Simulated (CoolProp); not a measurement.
o-xylene along the isobar 208 bar: Z from the reference equation and from simpler models built on Tc = 630.3 K, pc = 37.37 bar, ω = 0.312; each cubic takes its own stable root.

The numbers come from the reference Helmholtz-energy equation of state, Zhou 2012 in CoolProp.

```json
[
 {"T (K)": "509.4", "phase": "liquid", "reference": "0.7238"},
 {"T (K)": "514.9", "phase": "liquid", "reference": "0.7208"},
 {"T (K)": "520.3", "phase": "liquid", "reference": "0.7180"},
 {"T (K)": "525.8", "phase": "liquid", "reference": "0.7154"},
 {"T (K)": "531.2", "phase": "liquid", "reference": "0.7129"},
 {"T (K)": "536.7", "phase": "liquid", "reference": "0.7106"},
 {"T (K)": "542.1", "phase": "liquid", "reference": "0.7084"},
 {"T (K)": "547.6", "phase": "liquid", "reference": "0.7063"},
 {"T (K)": "553", "phase": "liquid", "reference": "0.7044"},
 {"T (K)": "558.5", "phase": "liquid", "reference": "0.7027"},
 {"T (K)": "563.9", "phase": "liquid", "reference": "0.7011"},
 {"T (K)": "569.4", "phase": "liquid", "reference": "0.6996"},
 {"T (K)": "574.8", "phase": "liquid", "reference": "0.6983"}
]
```

### Question
How far does each simpler model (van der Waals, Soave-Redlich-Kwong, Peng-Robinson) lie from the reference over these 13 states: mean and median of the absolute difference, and the worst?

### Answer
- van der Waals: mean 51.9 %, median 51.9 %, worst +54.6 % at 509.4 K and 208 bar
- Soave-Redlich-Kwong: mean 10.6 %, median 10.5 %, worst +10.7 % at 574.8 K and 208 bar
- Peng-Robinson: mean 1.3 %, median 1.4 %, worst -1.5 % at 509.4 K and 208 bar
